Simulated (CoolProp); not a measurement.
Vapour-liquid equilibrium of ethanol (1) + hexamethyldisiloxane (MM) (2) at 185.75 °C; x and y are mole fractions of (1).

Values from CoolProp's multi-fluid Helmholtz-energy mixture model, Schroeder 2014 and Thol 2016; pair parameters Bell 2016.

```
x     bubble pressure (bar)  y at the bubble point  dew pressure at overall composition x (bar)  liquid density (mol/L)
----  ---------------------  ---------------------  -------------------------------------------  ----------------------
0.05                  8.719                  0.170                                        7.558                   3.510
0.15                  11.31                  0.367                                        8.504                   3.769
0.25                  13.36                  0.482                                        9.647                   4.084
0.35                  15.04                  0.565                                        11.04                   4.476
0.45                  16.49                  0.633                                        12.75                   4.975
0.55                  17.78                  0.697                                        14.74                   5.624
0.65                  18.94                  0.759                                        16.84                   6.481
0.75                  20.01                  0.824                                        18.78                   7.625
0.85                  20.99                  0.892                                        20.40                   9.176
0.95                  21.92                  0.964                                        21.74                   11.33
```

No azeotrope shows between x = 0.05 and 0.95.

The pair parameters rest on a limited set of measurements; away from them the model extrapolates.
